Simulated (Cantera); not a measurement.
Equilibrium for calcination and drying: CaCO3 + C + CO2

Feed: 1 mol CaCO3, 0.89 mol C, 0.033 mol CO2, held at 925 °C.

Equilibrium computed with Cantera from the NASA thermochemical tables; the gas is ideal and each condensed phase is pure. Candidate condensed phases: C, Ca, CaCO3, CaO; 15 gas species. Equilibrium is a limit: real reactors are often held back by kinetics, nucleation or transport.

From 0.000100 bar to 2.80 bar the condensed part is CaO(s). At 10.0 bar the condensed part is C(graphite) + CaO(s).

```json
[
 {"P (Pa)": "10", "x CO": "0.926", "x CO2": "0.0744", "n CaO(s)": "1.00", "n C(graphite)": "0"},
 {"P (Pa)": "36", "x CO": "0.926", "x CO2": "0.0744", "n CaO(s)": "1.00", "n C(graphite)": "0"},
 {"P (Pa)": "130", "x CO": "0.926", "x CO2": "0.0744", "n CaO(s)": "1.00", "n C(graphite)": "0"},
 {"P (Pa)": "460", "x CO": "0.926", "x CO2": "0.0744", "n CaO(s)": "1.00", "n C(graphite)": "0"},
 {"P (Pa)": "1700", "x CO": "0.926", "x CO2": "0.0744", "n CaO(s)": "1.00", "n C(graphite)": "0"},
 {"P (Pa)": "6000", "x CO": "0.926", "x CO2": "0.0744", "n CaO(s)": "1.00", "n C(graphite)": "0"},
 {"P (Pa)": "22000", "x CO": "0.926", "x CO2": "0.0744", "n CaO(s)": "1.00", "n C(graphite)": "0"},
 {"P (Pa)": "77000", "x CO": "0.926", "x CO2": "0.0744", "n CaO(s)": "1.00", "n C(graphite)": "0"},
 {"P (Pa)": "280000", "x CO": "0.926", "x CO2": "0.0744", "n CaO(s)": "1.00", "n C(graphite)": "0"},
 {"P (Pa)": "1000000", "x CO": "0.857", "x CO2": "0.143", "n CaO(s)": "1.00", "n C(graphite)": "0.115"}
]
```
x: gas mole fraction; n: condensed amount in mol.
